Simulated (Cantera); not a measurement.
Mixture: CO : H₂ : O₂ : N₂ : H₂O = 1 : 0.051 : 0.542 : 2.04 : 0.99 (molar parts), at 1.00 bar, adiabatic and at constant pressure. Ignition delay is the time to a rise of 400 K.

Model: GRI-Mech 3.0 (53 species, 325 reactions), integrated in Cantera. Where the delays flatten at high temperature, the 400 K rule measures the pace of heat release, not the induction time.

Question: What does this change do: constant volume in place of constant pressure?

Answer: 
| quantity | before | after |
|---|---|---|
| delay at 1098 K | 0.789 ms | 0.744 ms |
| delay at 1148 K | 0.373 ms | 0.349 ms |
| delay at 1198 K | 0.232 ms | 0.214 ms |
| delay at 1248 K | 0.165 ms | 0.151 ms |
| delay at 1298 K | 0.128 ms | 0.116 ms |
| delay at 1348 K | 0.104 ms | 93.6 µs |
| apparent activation energy between 1248 and 1348 K | 64 kJ/mol | 67 kJ/mol |
